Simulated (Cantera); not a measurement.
A Cantera script and what it prints.

```python
import numpy as np
import cantera as ct

gas_names = [...]  # 114 gases of nasa_gas.yaml made of C, Fe, H, O
cond_names = """
    C(gr) C6H6(L) C7H8(L) C8H18(L),n-octa Fe(a) Fe(c) Fe(d) Fe(L) FeC5O5(L) FeO(s) FeO(L) Fe(OH)2(s)
    Fe(OH)3(s) Fe2O3(s) Fe3O4(s) H2O(s) H2O(L)
""".split()


# ... load() reads the species with a 1 bar reference pressure and builds the phases ...
atoms = {
    'Fe2O3': {'Fe': 2, 'O': 3},
    'CO': {'C': 1, 'O': 1},
    'H2': {'H': 2},
}
top_T = {'C(gr)': 4500, 'Fe2O3(s)': 1830, 'Fe3O4(s)': 1870}  # K; cautious upper limits of use, not melting points


# ... equilibrate(T, P, feed) seeds the gas with the atoms and calls Mixture.equilibrate('TP', solver="vcs", rtol=1e-11, max_steps=5000) ...
results = []
feed = {'Fe2O3': 1, 'CO': 0.79, 'H2': 1.3}  # mol
T = 2498  # K
P = 21  # Pa
mix = equilibrate(T, P, feed)
results.append((T, P, feed, dict(zip(mix.species_names, mix.species_moles))))
x = sorted(zip(gas.X, gas.species_names), reverse=True)
print(f"T = {T:g} K  P = {P:g} Pa  gas = {mix.phase_moles(0):.4g} mol")
print("   x: " + "  ".join(f"{s} {v:.3e}" for v, s in x if v > 1e-05))
print("   condensed (mol): " + ("  ".join(f"{mix.phase(i).name} {mix.phase_moles(i):.4g}"
      for i in range(1, mix.n_phases) if mix.phase_moles(i) > 1e-12) or "none"))
```

Output:

```
T = 2498 K  P = 21 Pa  gas = 7.27 mol
   x: Fe 2.670e-01  H 2.561e-01  O 2.367e-01  CO 9.924e-02  O2 5.714e-02  OH 3.114e-02  H2 2.217e-02  H2O 1.304e-02  CO2 9.425e-03  FeO 8.086e-03
   condensed (mol): none
```

Cantera equilibrium calculation (NASA polynomials, part measured and part estimated; ideal gas, pure solids and liquids).
